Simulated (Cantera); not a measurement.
Charge: 1 mol C2F6, 0.46 mol HCl, 0.61 mol F2, at 4.70 Pa.

Cantera equilibrium calculation (NASA polynomials, part measured and part estimated; ideal gas, pure solids and liquids). Candidate condensed phases: C, C6H6, C7H8, C8H18; 118 gas species. The feed counts by its element totals alone. Gases not in the tables: C2F6 and larger saturated fluorocarbons. The numbers say what is thermodynamically allowed, not how fast it happens.

Q: What share of the C ends up in condensed phases as a function of T (K), at 1125, 1325, 1525, 1725, 1925, 2125, 2325, 2525, 2725, 2925, 3125?

A: 
| T (K) | C condensed (%) | as |
|---|---|---|
| 1125 | 15.0 | C(graphite) |
| 1325 | 15.4 | C(graphite) |
| 1525 | 15.2 | C(graphite) |
| 1725 | 12.3 | C(graphite) |
| 1925 | 16.5 | C(graphite) |
| 2125 | 71.6 | C(graphite) |
| 2325 | 87.9 | C(graphite) |
| 2525 | 65.8 | C(graphite) |
| 2725 | 0.0 | - |
| 2925 | 0.0 | - |
| 3125 | 0.0 | - |
